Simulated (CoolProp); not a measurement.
Vapour-liquid equilibrium of R134a (1) + R1234ze(E) (2) at -81.25 °C; x and y are mole fractions of (1).

Computed with CoolProp (multi-fluid Helmholtz-energy mixture model, Tillner-Roth 1994 and Thol 2016; pair parameters Bell 2022).

Q: Give the bubble pressure and the first vapour's composition at x = 0.35, 0.725, 0.95. Is there an azeotrope?

A: x = 0.35: 2.865 kPa, y = 0.462; x = 0.725: 3.186 kPa, y = 0.767; x = 0.95: 3.293 kPa, y = 0.955. No azeotrope shows between x = 0.05 and 0.95.

The pair parameters rest on a limited set of measurements; away from them the model extrapolates.
